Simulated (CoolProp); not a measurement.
Vapour-liquid equilibrium of CH2F2 (R32) (1) + R152A (2) at 210 K; x and y are mole fractions of (1).

The numbers come from the multi-fluid Helmholtz-energy mixture model, Tillner-Roth 1997 and Outcalt 1996; pair parameters Bell 2016 in CoolProp.

Question: Give the bubble pressure and the first vapour's composition at x = 0.275, 0.575, 0.8. Is there an azeotrope?

Answer: x = 0.275: 24.53 kPa, y = 0.632; x = 0.575: 37.00 kPa, y = 0.852; x = 0.8: 46.14 kPa, y = 0.942. No azeotrope shows between x = 0.05 and 0.95.

The pair parameters rest on a limited set of measurements; away from them the model extrapolates.
